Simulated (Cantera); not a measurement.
**Ignition delay**

Mixture: 20.1 % CH3OH, 16.8 % O2, 63.1 % N2, at 1.00 atm, adiabatic and at constant pressure. Ignition delay is the time to a rise of 400 K.

Detailed kinetics in Cantera: GRI-Mech 3.0 (53 species, 325 reactions). GRI-Mech 3.0 was tuned for natural gas; its chemistry of methanol as a main component is partial and can be far from experiment.

| T0 (K) | delay (ms) |
|---|---|
| 1000 | 454 |
| 1050 | 144 |
| 1100 | 50.7 |
| 1150 | 19.6 |
| 1200 | 8.26 |
| 1250 | 3.75 |
| 1300 | 1.82 |
| 1350 | 0.942 |
| 1400 | 0.517 |

```json
{
 "apparent activation energy between 1300 and 1400 K": "190 kJ/mol"
}
```
